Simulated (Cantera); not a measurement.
Input: 1 mol TiO2, 0.097 mol Cl2, 0.042 mol H2, equilibrated at 702 °C and 6300 Torr.

Cantera equilibrium calculation (NASA polynomials, part measured and part estimated; ideal gas, pure solids and liquids). Candidate condensed phases: H2O, Ti, TiCl2, TiCl3, TiCl4, TiO, TiO2, Ti2O3, Ti3O5, Ti4O7; 23 gas species. Condensed phases not in the tables: TiOCl. Gases not in the tables: TiO(OH)2. The numbers say what is thermodynamically allowed, not how fast it happens.

Base state: HCl 0.596, Cl2 0.397, H2O 0.00479, TiCl4 0.00241, Cl 5.75e-5, O2 2.06e-5 (mole fractions); condensed: TiO2(rutile).

Problem. What changes in the equilibrium state with this change: temperature from 702 °C to 1002 °C?

Solution. 
```tsv
species	before	after
HCl	0.596	0.591
Cl2	0.397	0.393
H2O	0.00479	0.00739
TiCl4	0.00241	0.00526
O2	2.06e-5	0.00156
Cl	5.75e-5	0.00214
TiO2(rutile), mol	1.000	0.999
```
